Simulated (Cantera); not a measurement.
What does this Cantera script print?

```python
import numpy as np
import cantera as ct

gas = ct.Solution("gri30.yaml")
gas.TPX = 1300, 21000, {'N2O': 1, 'O2': 1.5}
reactor = ct.IdealGasConstPressureReactor(gas, energy="off", clone=False)
net = ct.ReactorNet([reactor])
net.rtol, net.atol = 1e-08, 1e-18
show = ['N2O', 'O2', 'N2', 'NO', 'O', 'NO2']
times = np.geomspace(8e-06, 90, 9)

steps = ct.SolutionArray(gas, extra=["t"])
rows = []
print(f"{'t/s':>10s}{'T/K':>9s}{'P/Pa':>11s}" + "".join(f"{s:>11s}" for s in show))
for t in times:
    while net.time < t:
        t_next = net.step()
        steps.append(gas.state, t=t_next)
    rows.append([np.interp(t, steps.t, y) for y in (steps.T, steps.P, *steps(*show).X.T)])
    print(f"{t:10.3e}{rows[-1][0]:9.1f}{rows[-1][1]:11.4g}" + "".join(f"{x:11.3e}" for x in rows[-1][2:]))
rate = np.gradient(steps.T, steps.t)
print("integrator steps:", len(steps.t))
if steps.T.max() > steps.T[0] + 200:
    print(f"time of steepest temperature rise: {steps.t[rate.argmax()]:.4e} s")
gas.TPX = 1300, 21000, {'N2O': 1, 'O2': 1.5}
gas.equilibrate("TP")
print(f"equilibrium (TP): T = {gas.T:.1f} K  " + "  ".join(f"{s} {gas[s].X[0]:.3e}" for s in show))
```

It prints:

```
       t/s      T/K       P/Pa        N2O         O2         N2         NO          O        NO2
 8.000e-06   1300.0    2.1e+04  4.000e-01  6.000e-01  1.251e-06  2.595e-08  1.089e-06  2.444e-15
 6.088e-05   1300.0    2.1e+04  4.000e-01  6.000e-01  1.211e-05  1.102e-06  5.245e-06  2.219e-12
 4.633e-04   1300.0    2.1e+04  3.998e-01  6.000e-01  1.197e-04  1.799e-05  7.555e-06  5.302e-10
 3.526e-03   1300.0    2.1e+04  3.988e-01  6.001e-01  9.518e-04  1.515e-04  7.555e-06  3.530e-08
 2.683e-02   1300.0    2.1e+04  3.907e-01  6.010e-01  7.197e-03  1.152e-03  7.545e-06  1.361e-06
 2.042e-01   1300.0    2.1e+04  3.351e-01  6.068e-01  5.007e-02  7.988e-03  7.443e-06  1.687e-05
 1.554e+00   1300.0    2.1e+04  1.173e-01  6.301e-01  2.186e-01  3.390e-02  6.349e-06  7.908e-05
 1.183e+01   1300.0    2.1e+04  8.335e-04  6.444e-01  3.106e-01  4.396e-02  4.587e-07  2.940e-04
 9.000e+01   1300.0    2.1e+04  5.016e-07  6.445e-01  3.113e-01  4.383e-02  3.121e-07  3.804e-04
integrator steps: 1060
equilibrium (TP): T = 1300.0 K  N2O 9.106e-09  O2 6.664e-01  N2 3.331e-01  NO 4.609e-04  O 3.172e-07  NO2 4.068e-06
```

Detailed kinetics in Cantera: GRI-Mech 3.0 (53 species, 325 reactions). GRI-Mech 3.0 was tuned for natural gas; its chemistry of N2O as a main component is partial and can be far from experiment. The mechanism lacks the step 2 NO + O2 → 2 NO2, which can matter for NO2 below about 1400 K. The temperature is held fixed by assumption; the heat of reaction is taken as removed at once.
